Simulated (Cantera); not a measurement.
Feed: 1 mol Fe3O4, a varied amount of C, 8.5 mol H2, held at 32.0 mbar.

These are equilibrium values from Cantera (NASA tables, ideal gas, pure condensed phases), not measurements of a reactor. Candidate condensed phases: C, C6H6, C7H8, C8H18, Fe, Fe(CO)5, FeO, Fe(OH)2, Fe(OH)3, Fe2O3, Fe3O4, H2O; 114 gas species. Each liquid is taken as pure. Iron dissolves carbon and melts from about 1420 K in contact with it, which pure phases cannot show. Mutual solubility and eutectic melting of coexisting phases are not modelled. The tables' stoichiometric FeO is somewhat more stable than real wüstite, so its field is too wide. FeO: taken at fixed stoichiometry. Condensed phases not in the tables: cementite and carbon dissolved in iron. Rates play no part.

Stable condensed phases, one row left out:

```
T in K \ n(C) in mol
         0.34 0.47 0.65  0.9  1.2  1.7  2.4  3.3  4.6
   2373     A    A    A    A    A    A    A    A    B
   2323     C    C    C    C    A    A    A    A    B
   2273     D    D    D    D    E    E    E    E    F
   2223     D    D    D    D    E    E    E    E    F
   2173     D    D    D    D    E    E    E    E    F
   2123     D    D    D    D    E    E    E    E    F
   2073     D    D    D    D    E    E    E    E    F
   2023     D    D    D    D    E    E    E    E    F
   1973     D    D    D    D    E    E    E    E    F
   1873     D    D    D    D    D    E    E    E    F
```

A: gas only; B: C; C: FeO; D: Fe + FeO; E: Fe; F: C + Fe.

Problem. Give the row for 1923 K.

Solution. 0.34: Fe + FeO; 0.47: Fe + FeO; 0.65: Fe + FeO; 0.9: Fe + FeO; 1.2: Fe; 1.7: Fe; 2.4: Fe; 3.3: Fe; 4.6: C + Fe.
